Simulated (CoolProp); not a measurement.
The numbers come from the reference Helmholtz-energy equation of state, Span 2003 in CoolProp. It is a short technical equation, of lower accuracy than the large ones.

Q: Give the vapour pressure (bar), enthalpy of vaporisation (kJ/kg), liquid cp (kJ/(kg K)), vapour Z of saturated n-heptane at 48.85, 95.65, 142.55 °C.

A: 
```json
[
 {"T (°C)": "48.85", "p (bar)": "0.180", "enthalpy of vaporisation (kJ/kg)": "350", "liquid cp (kJ/(kg K))": "2.34", "vapour Z": "0.984"},
 {"T (°C)": "95.65", "p (bar)": "0.934", "enthalpy of vaporisation (kJ/kg)": "319", "liquid cp (kJ/(kg K))": "2.54", "vapour Z": "0.950"},
 {"T (°C)": "142.55", "p (bar)": "3.16", "enthalpy of vaporisation (kJ/kg)": "282", "liquid cp (kJ/(kg K))": "2.79", "vapour Z": "0.883"}
]
```
